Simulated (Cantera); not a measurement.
Adiabatic ignition

An adiabatic, constant-pressure homogeneous reactor starts with H2 : O2 : N2 = 1 : 0.581 : 2.19 (molar parts), equivalence ratio 0.86, at 1225 K and 5.00 bar.

Detailed kinetics in Cantera: GRI-Mech 3.0 (53 species, 325 reactions). The hydrogen kinetics of GRI-Mech 3.0 are dated; newer H2 mechanisms differ, most at raised pressure.

| t (s) | T (K) | x H2 | x O2 | x N2O | x H2O2 | x NO2 | x O |
|---|---|---|---|---|---|---|---|
| 5.00e-6 | 1225 | 0.265 | 0.154 | 3.41e-12 | 4.24e-8 | <1e-12 | 5.03e-7 |
| 1.99e-5 | 2704 | 0.0249 | 0.0289 | 7.39e-7 | 1.03e-6 | 9.28e-8 | 0.00681 |
| 7.92e-5 | 2819 | 0.0176 | 0.0258 | 1.13e-6 | 1.25e-6 | 7.60e-7 | 0.00423 |
| 0.000315 | 2814 | 0.0178 | 0.0242 | 1.15e-6 | 1.20e-6 | 2.79e-6 | 0.00401 |
| 0.00126 | 2807 | 0.0181 | 0.0221 | 1.24e-6 | 1.13e-6 | 5.11e-6 | 0.00373 |
| 0.00500 | 2806 | 0.0182 | 0.0220 | 1.25e-6 | 1.13e-6 | 5.30e-6 | 0.00371 |
| 0.0199 | 2806 | 0.0182 | 0.0220 | 1.25e-6 | 1.13e-6 | 5.30e-6 | 0.00371 |
| 0.0792 | 2806 | 0.0182 | 0.0220 | 1.25e-6 | 1.13e-6 | 5.30e-6 | 0.00371 |
| 0.315 | 2806 | 0.0182 | 0.0220 | 1.25e-6 | 1.13e-6 | 5.30e-6 | 0.00371 |
| 1.26 | 2806 | 0.0182 | 0.0220 | 1.25e-6 | 1.13e-6 | 5.30e-6 | 0.00371 |
| 5.00 | 2806 | 0.0182 | 0.0220 | 1.25e-6 | 1.13e-6 | 5.30e-6 | 0.00371 |
x: mole fraction; the columns are a selection and need not sum to one.

* **time of steepest temperature rise**: 12.0 µs
* **temperature at 5.00 s**: 2806 K
* **equilibrium temperature**: 2806 K
* **x(H2) at 5.00 s**: 0.0182 (gas-phase equilibrium 0.0182)
* **x(O2) at 5.00 s**: 0.0220 (gas-phase equilibrium 0.0220)
* **x(N2O) at 5.00 s**: 1.25e-6 (gas-phase equilibrium 1.25e-6)
